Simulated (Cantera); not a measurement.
A Cantera script and its output.

```python
import numpy as np
import cantera as ct

gas = ct.Solution("gri30.yaml")


def delay(T, t_max=10):
    gas.TPX = T, 1900000, {'CH4': 1, 'H2': 0.44, 'O2': 4.08, 'N2': 18.3}
    reactor = ct.IdealGasReactor(gas, clone=False)
    net = ct.ReactorNet([reactor])
    net.rtol, net.atol = 1e-8, 1e-16
    while net.time < t_max:
        t_old, T_old = net.time, reactor.T
        net.step()
        if reactor.T > T + 400:  # ignition: a rise of 400 K
            return t_old + (T + 400 - T_old) / (reactor.T - T_old) * (net.time - t_old)
    return np.nan


taus = []
for T in [1225, 1325, 1425, 1525, 1625, 1725]:
    taus.append(delay(T))
    print(f"T0 = {T:6g} K   tau = {taus[-1]:.4e} s")
```

Result:

```
T0 =   1225 K   tau = 2.6342e-04 s
T0 =   1325 K   tau = 9.1362e-05 s
T0 =   1425 K   tau = 4.1316e-05 s
T0 =   1525 K   tau = 2.1159e-05 s
T0 =   1625 K   tau = 1.1596e-05 s
T0 =   1725 K   tau = 6.6780e-06 s
```

Computed with Cantera and GRI-Mech 3.0 (53 species, 325 reactions). The pressure lies above the range GRI-Mech 3.0 was tuned for (to about 10 atm).
